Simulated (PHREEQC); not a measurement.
Synthetic water in mg/L, 50 °C, pH 6.35, pe 8.7: Na 3680; K 98.1; Ca 251; Mg 122; Cl 4980; S(6) as SO4 2020; Alkalinity as HCO3 51.9; Cd 2.4; F 5.7; Li 11.1.

Valence states are taken as typed.

All values are PHREEQC results (ion-association model, phreeqc.dat), not measurements.

Each row changes one thing in this solution. No solid was allowed to form.

```
case                                               ionic strength (mol/kgw)  SO4-2 (mol/kgw)  Ca+2 (mol/kgw)  Mg+2 (mol/kgw)  CO2 (mol/kgw)  F- (mol/kgw)  SI of Fluorite (CaF2)  SI of Gypsum (CaSO4:2H2O)
-------------------------------------------------  ------------------------  ---------------  --------------  --------------  -------------  ------------  ---------------------  -------------------------
as made                                                               0.200           0.0145         0.00506         0.00329       0.000485      0.000264                  +0.09                      -0.59
temperature from 50 to 75 °C at the same typed pH                     0.198           0.0139         0.00507      (withheld)       0.000518      0.000260             (withheld)                      -0.56
S(6) from 2020 to 6060 mg/L                                           0.262           0.0476         0.00380         0.00206       0.000478      0.000276                  -0.06                      -0.28
pH from 6.35 to 5.85 at the same alkalinity                           0.200           0.0144         0.00506         0.00329        0.00154      0.000264                  +0.08                      -0.59
```

Q: Some entries are withheld; supply them.

A: 
- temperature from 50 to 75 °C at the same typed pH, Mg+2 (mol/kgw): 0.00286
- temperature from 50 to 75 °C at the same typed pH, SI of Fluorite (CaF2): -0.11

Some of these states are supersaturated (in Fluorite, for instance). Away from 25 °C the constants follow the database's enthalpies or fits; those with neither stay at their 25 °C values.
